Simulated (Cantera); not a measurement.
A Cantera script and its output.

```python
import numpy as np
import cantera as ct

gas = ct.Solution("gri30.yaml")
gas.TPX = 1125, 2666, {'N2O': 1, 'H2': 0.047, 'N2': 0.51}
reactor = ct.IdealGasConstPressureReactor(gas, energy="off", clone=False)
net = ct.ReactorNet([reactor])
net.rtol, net.atol = 1e-08, 1e-18
show = ['N2O', 'H2', 'O', 'H2O2', 'H2O', 'OH']
times = np.geomspace(4e-06, 3, 11)

steps = ct.SolutionArray(gas, extra=["t"])
rows = []
print(f"{'t/s':>10s}{'T/K':>9s}{'P/Pa':>11s}" + "".join(f"{s:>11s}" for s in show))
for t in times:
    while net.time < t:
        t_next = net.step()
        steps.append(gas.state, t=t_next)
    rows.append([np.interp(t, steps.t, y) for y in (steps.T, steps.P, *steps(*show).X.T)])
    print(f"{t:10.3e}{rows[-1][0]:9.1f}{rows[-1][1]:11.4g}" + "".join(f"{x:11.3e}" for x in rows[-1][2:]))
rate = np.gradient(steps.T, steps.t)
print("integrator steps:", len(steps.t))
if steps.T.max() > steps.T[0] + 200:
    print(f"time of steepest temperature rise: {steps.t[rate.argmax()]:.4e} s")
gas.TPX = 1125, 2666, {'N2O': 1, 'H2': 0.047, 'N2': 0.51}
gas.equilibrate("TP")
print(f"equilibrium (TP): T = {gas.T:.1f} K  " + "  ".join(f"{s} {gas[s].X[0]:.3e}" for s in show))
```

It prints:

```
       t/s      T/K       P/Pa        N2O         H2          O       H2O2        H2O         OH
 4.000e-06   1125.0       2666  6.423e-01  3.019e-02  4.709e-09  3.396e-21  7.383e-13  3.340e-11
 1.547e-05   1125.0       2666  6.423e-01  3.019e-02  1.763e-08  7.171e-19  4.102e-11  4.837e-10
 5.985e-05   1125.0       2666  6.423e-01  3.019e-02  6.036e-08  1.506e-16  2.205e-09  6.595e-09
 2.315e-04   1125.0       2666  6.423e-01  3.019e-02  1.530e-07  2.781e-14  1.009e-07  7.281e-08
 8.955e-04   1125.0       2666  6.423e-01  3.018e-02  2.073e-07  3.596e-12  3.067e-06  4.889e-07
 3.464e-03   1125.0       2666  6.422e-01  3.013e-02  2.088e-07  2.648e-10  5.531e-05  1.968e-06
 1.340e-02   1125.0       2666  6.415e-01  2.941e-02  2.282e-07  9.126e-09  7.570e-04  6.801e-06
 5.183e-02   1125.0       2666  6.342e-01  2.229e-02  3.902e-07  2.975e-08  7.836e-03  1.672e-05
 2.005e-01   1125.0       2666  6.175e-01  6.079e-03  4.818e-07  2.897e-08  2.403e-02  1.431e-05
 7.756e-01   1125.0       2666  6.098e-01  3.327e-04  5.633e-07  1.080e-08  2.978e-02  6.791e-06
 3.000e+00   1125.0       2666  6.021e-01  3.917e-07  5.366e-07  6.277e-09  3.006e-02  5.821e-06
integrator steps: 1005
equilibrium (TP): T = 1125.0 K  N2O 1.279e-09  H2 7.096e-10  O 1.377e-08  H2O2 2.140e-11  H2O 2.311e-02  OH 1.238e-06
```

Model: GRI-Mech 3.0 (53 species, 325 reactions), integrated in Cantera. GRI-Mech 3.0 was tuned for natural gas; its chemistry of N2O as a main component is partial and can be far from experiment. Radical loss at walls, strong at low pressure, is not modelled. The mechanism lacks the step 2 NO + O2 → 2 NO2, which can matter for NO2 below about 1400 K. The temperature is held fixed by assumption; the heat of reaction is taken as removed at once.
